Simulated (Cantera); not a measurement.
A closed system holds: 1 mol Al2O3, 0.014 mol N2, held at 57.0 Pa.

Method: chemical equilibrium by Gibbs-energy minimisation in Cantera with the NASA 1993 tables (ideal gas, pure condensed phases). Candidate condensed phases: Al, AlN, Al2O3; 16 gas species. Rates play no part.

At 2598 K, list the 6 most abundant gas species with their mole fractions, and the condensed phases.

N2 0.879, O 0.0570, Al 0.0319, AlO 0.0191, Al2O 0.00508, NO 0.00369. Condensed: Al2O3(l).
